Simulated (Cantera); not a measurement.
Charge: 1 mol CH3SiCl3, 0.1 mol CH4, 81 mol H2, held at 3.10 mbar.

Cantera equilibrium calculation (NASA polynomials, part measured and part estimated; ideal gas, pure solids and liquids). Candidate condensed phases: C, C6H6, C7H8, C8H18, Si, SiC; 109 gas species. The feed counts by its element totals alone. The tables' values for SiCl are old estimates; treat these amounts as uncertain. Gases not in the tables: Si2H6 and higher silanes. Equilibrium is a limit: real reactors are often held back by kinetics, nucleation or transport.

log p: log10 of the partial pressure in bar; n: condensed amount in mol.

```
T (K)  log p H2  log p H  log p HCl  log p Si  log p Cl  log p C2H2 (acetylene)  n C(graphite)  n SiC(s)
-----  --------  -------  ---------  --------  --------  ----------------------  -------------  --------
1550      -2.52    -5.76      -3.96     -9.53     -7.30                   -7.32          0.100     0.997
1625      -2.52    -5.41      -3.96     -8.73     -6.95                   -6.97         0.0984     0.995
1700      -2.53    -5.09      -3.96     -8.00     -6.64                   -6.66         0.0941     0.994
1775      -2.53    -4.80      -3.96     -7.33     -6.35                   -6.37         0.0859     0.991
1850      -2.53    -4.53      -3.97     -6.71     -6.09                   -6.11         0.0733     0.984
1925      -2.53      ___      -3.97       ___       ___                     ___         0.0598     0.965
2000      -2.54    -4.06      -3.98     -5.62     -5.63                   -5.65         0.0623     0.907
2075      -2.55      ___      -3.99       ___       ___                     ___            ___       ___
2150      -2.56    -3.66      -4.01     -4.69     -5.24                   -5.27          0.418     0.257
2225      -2.58    -3.48      -4.03     -4.55     -5.07                   -5.11          0.450         0
2300      -2.61    -3.32      -4.06     -4.56     -4.91                   -4.97          0.210         0
2375      -2.64    -3.17      -4.10     -4.57     -4.77                   -4.89              0         0
2450      -2.69    -3.04      -4.15     -4.58     -4.65                   -4.91              0         0
2525      -2.75    -2.93      -4.22     -4.60     -4.55                   -4.95              0         0
```

Some entries are withheld; supply them.


- 1925, log p H: -4.29
- 1925, log p Si: -6.15
- 1925, log p Cl: -5.85
- 1925, log p C2H2 (acetylene): -5.87
- 2075, log p H: -3.85
- 2075, log p Si: -5.14
- 2075, log p Cl: -5.42
- 2075, log p C2H2 (acetylene): -5.45
- 2075, n C(graphite): 0.134
- 2075, n SiC(s): 0.738
